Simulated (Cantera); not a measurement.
A diamond (100) surface in a fixed gas of H2 with x(CH4) = 0.0031, x(H) = 0.00055, at 900 K, 0.158 atm; coverages are run to steady state.

Computed with Cantera and the Harris–Goodwin 1993 mechanism for the reconstructed diamond (100) surface.

One state of this run: growth (µm/h) = 0.117; θ c6HH = 0.691; θ c6H* = 0.0104; θ c6*H = 0.290; θ c6** = 0.00414; θ c6HM = 0.00358. θ: site fractions in the mechanism's names (c6HH fully hydrogenated, c6H* and c6*H radical sites, c6** diradical, c6HM methylated).

Q: Which value of x(CH3) does it belong to?
(A) 1e-06
(B) 2.4e-06
(C) 8.3e-05
(D) 5.8e-06

A: B, 2.4e-06
